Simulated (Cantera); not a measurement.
An isothermal, constant-pressure homogeneous reactor starts with CH4 : H2 = 0.016 : 1 (molar parts), at 1698 K and 66.8 Torr. Integrator tolerance rtol = 1e-08.

Detailed kinetics in Cantera: GRI-Mech 3.0 (53 species, 325 reactions). GRI-Mech 3.0 stops at C3 and has no aromatics, soot or wall deposition, so with more carbon than oxygen in the feed, carbon stays in small species such as C2H2 where larger ones or solid carbon would form.

Question: What does this change do: CH4 0.016 to 0.0021 parts?

Answer: 
```json
[
 {"quantity": "x(CH4) at 30.0 s", "before": "0.000978 (gas-phase equilibrium 0.000964)", "after": "0.000438 (gas-phase equilibrium 0.000338)"},
 {"quantity": "x(H2) at 30.0 s", "before": "0.991 (gas-phase equilibrium 0.991)", "after": "0.998 (gas-phase equilibrium 0.998)"},
 {"quantity": "x(C2H) at 30.0 s", "before": "1.96e-8 (gas-phase equilibrium 1.96e-8)", "after": "2.22e-9 (gas-phase equilibrium 2.35e-9)"},
 {"quantity": "x(H) at 30.0 s", "before": "0.000486 (gas-phase equilibrium 0.000486)", "after": "0.000487 (gas-phase equilibrium 0.000488)"},
 {"quantity": "x(C2H2) at 30.0 s", "before": "0.00723 (gas-phase equilibrium 0.00724)", "after": "0.000821 (gas-phase equilibrium 0.000871)"},
 {"quantity": "x(CH3) at 30.0 s", "before": "9.72e-6 (gas-phase equilibrium 9.58e-6)", "after": "4.33e-6 (gas-phase equilibrium 3.35e-6)"},
 {"quantity": "x(CH2) at 30.0 s", "before": "4.91e-9 (gas-phase equilibrium 4.84e-9)", "after": "2.18e-9 (gas-phase equilibrium 1.68e-9)"}
]
```
